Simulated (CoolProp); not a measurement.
A Linde-Hampson liquefier for oxygen: isothermal reversible compression at 230 K from 1 atm to 25 MPa, throttling to 1 atm, return gas leaving the recuperator 2 K below the feed. Each further row changes one setting.

Model: reference Helmholtz-energy equation of state, Schmidt 1985, in CoolProp.

```json
[
 {"case": "as stated", "liquid yield per pass": "…", "compression work (kJ/kg of gas)": "307"},
 {"case": "high pressure 50 MPa", "liquid yield per pass": "…", "compression work (kJ/kg of gas)": "…"},
 {"case": "warm-end temperature 260 K", "liquid yield per pass": "…", "compression work (kJ/kg of gas)": "…"},
 {"case": "warm-end gap 7 K", "liquid yield per pass": "0.241", "compression work (kJ/kg of gas)": "307"}
]
```

Task: What belongs in the gaps?

Result: 
- as stated, liquid yield per pass: 0.252
- high pressure 50 MPa, liquid yield per pass: 0.288
- high pressure 50 MPa, compression work (kJ/kg of gas): 347
- warm-end temperature 260 K, liquid yield per pass: 0.180
- warm-end temperature 260 K, compression work (kJ/kg of gas): 357
